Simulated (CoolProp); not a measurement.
trans-2-butene along the isotherm 336.7 K: density (kg/m³) from the reference equation and from simpler models built on Tc = 428.6 K, pc = 4.019 MPa, ω = 0.210; each cubic takes its own stable root.

Values from CoolProp's reference Helmholtz-energy equation of state, Lemmon 2005. It is a short technical equation, of lower accuracy than the large ones.

```csv
p (MPa),phase,reference,van der Waals,Redlich-Kwong,Peng-Robinson
1.34,liquid,550.6,34.38,473.6,[?]
2.01,liquid,552.4,335.7,477.2,560.9
2.68,liquid,554.2,339.8,[?],563.6
3.35,liquid,555.9,343.5,483.8,566.3
4.02,liquid,557.6,346.8,486.9,568.8
4.69,liquid,559.2,349.9,489.8,571.2
5.36,liquid,560.8,352.7,492.6,573.6
6.03,liquid,562.3,355.4,495.3,575.9
6.7,liquid,563.8,357.9,497.9,578.1
7.37,liquid,565.3,360.2,500.4,580.2
8.04,liquid,566.7,[?],502.8,582.3
8.71,liquid,568.1,[?],505.1,584.3
9.38,liquid,[?],366.5,507.4,586.2
10,liquid,[?],368.3,509.4,588.0
```

Task: Fill in the missing entries.

Result: 
- 1.34, Peng-Robinson: 558.0
- 2.68, Redlich-Kwong: 480.6
- 8.04, van der Waals: 362.4
- 8.71, van der Waals: 364.5
- 9.38, reference: 569.4
- 10, reference: 570.7

At some of these states van der Waals gives the other phase, because its saturation line lies elsewhere.
